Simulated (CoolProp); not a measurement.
A simple Rankine cycle with octamethyltrisiloxane (MDM): condensing at 333.15 K, boiler at 0.0242 MPa, turbine inlet 380.5 K, turbine efficiency 0.65, pump efficiency 0.6, no recuperator. Each further row changes one setting.

Values from CoolProp's reference Helmholtz-energy equation of state, Thol 2017.

```tsv
case	thermal efficiency (%)	net work (kJ/kg)	heat in (kJ/kg)	turbine exit temperature (K)	volume ratio over the turbine
as stated	6.0	15.9	263	369.9	6.59
turbine inlet 400.5 K	5.7	16.8	296	389.8	6.57
condensing temperature 325.15 K	…	19.2	278	367.8	9.85
boiler pressure 0.0169 MPa	…	…	264	…	…
turbine efficiency 0.55	5.1	…	263	…	…
```

What belongs in the gaps?


- condensing temperature 325.15 K, thermal efficiency (%): 6.9
- boiler pressure 0.0169 MPa, thermal efficiency (%): 4.9
- boiler pressure 0.0169 MPa, net work (kJ/kg): 13.0
- boiler pressure 0.0169 MPa, turbine exit temperature (K): 372.0
- boiler pressure 0.0169 MPa, volume ratio over the turbine: 4.59
- turbine efficiency 0.55, net work (kJ/kg): 13.4
- turbine efficiency 0.55, turbine exit temperature (K): 371.5
- turbine efficiency 0.55, volume ratio over the turbine: 6.62
